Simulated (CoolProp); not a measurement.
Vapour-liquid equilibrium of n-octane (1) + o-xylene (2) at 500.6 K; x and y are mole fractions of (1).

Model: multi-fluid Helmholtz-energy mixture model, Beckmüller 2019 and Zhou 2012; pair parameters Bell 2016, in CoolProp.

Question: Give the bubble pressure and the first vapour's composition at x = 0.15, 0.65, 0.75. Is there an azeotrope?

Answer: x = 0.15: 0.6538 MPa, y = 0.201; x = 0.65: 0.8010 MPa, y = 0.710; x = 0.75: 0.8286 MPa, y = 0.796. No azeotrope shows between x = 0.05 and 0.95.

The pair parameters rest on a limited set of measurements; away from them the model extrapolates.
